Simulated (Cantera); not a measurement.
Charge: 1 mol Si₃N₄, a varied amount of N₂, equilibrated at 1.50 Pa.

Cantera equilibrium calculation (NASA polynomials, part measured and part estimated; ideal gas, pure solids and liquids). Candidate condensed phases: Si, Si₃N₄; 7 gas species. Rates play no part.

### Question
What condenses at these points (T in K, n(N₂) in mol): (1823, 6); (1598, 2.4); (1598, 3.8); (1698, 2.4)?

### Answer
```tsv
T (K)	n(N₂) in mol	condensed phases	Si condensed (%)
1823	6	gas only	0.0
1598	2.4	Si	99.1
1598	3.8	Si	98.8
1698	2.4	Si	93.1
```
